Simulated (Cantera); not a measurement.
An adiabatic, constant-volume homogeneous reactor starts with CH₄ : O₂ : N₂ : H₂O = 1 : 0.909 : 3.42 : 1.1 (molar parts), at 1398 K and 0.987 atm.

Model: GRI-Mech 3.0 (53 species, 325 reactions), integrated in Cantera.

Predict: time of steepest temperature rise; temperature at 2.00 s; equilibrium temperature; x(O₂) at 2.00 s; x(H₂O) at 2.00 s; x(HCN) at 2.00 s; x(H₂) at 2.00 s.


```
Property                                                            Result
---------------------------------  ---------------------------------------
time of steepest temperature rise                                  7.98 ms
temperature at 2.00 s                                               2405 K
equilibrium temperature                                             2405 K
x(O₂) at 2.00 s                    1.12e-5 (gas-phase equilibrium 1.12e-5)
x(H₂O) at 2.00 s                       0.229 (gas-phase equilibrium 0.229)
x(HCN) at 2.00 s                   1.02e-7 (gas-phase equilibrium 1.02e-7)
x(H₂) at 2.00 s                        0.179 (gas-phase equilibrium 0.179)
```
